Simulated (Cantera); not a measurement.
A closed system holds: 1 mol SiO2, 3.5 mol H2, 0.25 mol H2O, equilibrated at 1.60 mbar.

Method: chemical equilibrium by Gibbs-energy minimisation in Cantera with the NASA 1993 tables (ideal gas, pure condensed phases). Candidate condensed phases: H2O, Si, SiO2; 18 gas species. The tables hold silica as quartz up to 1696 K and as liquid above; real silica turns to tridymite and cristobalite and melts near 1996 K. Rates play no part.

### Question
Which condensed phases are stable at each of these points (T (K)): 1225, 1275, 1325, 1375, 1425, 1475, 1525, 1575, 1625, 1675, 1725?

### Answer
```tsv
T (K)	condensed phases	Si condensed (%)
1225	SiO2(β-quartz)	100.0
1275	SiO2(β-quartz)	100.0
1325	SiO2(β-quartz)	100.0
1375	SiO2(β-quartz)	100.0
1425	SiO2(β-quartz)	100.0
1475	SiO2(β-quartz)	100.0
1525	SiO2(β-quartz)	100.0
1575	SiO2(β-quartz)	100.0
1625	SiO2(β-quartz)	99.8
1675	SiO2(β-quartz)	99.5
1725	SiO2(condensed)	98.5
```

From 1225 K to 1675 K the condensed part is SiO2(β-quartz). At 1725 K the condensed part is SiO2(condensed).
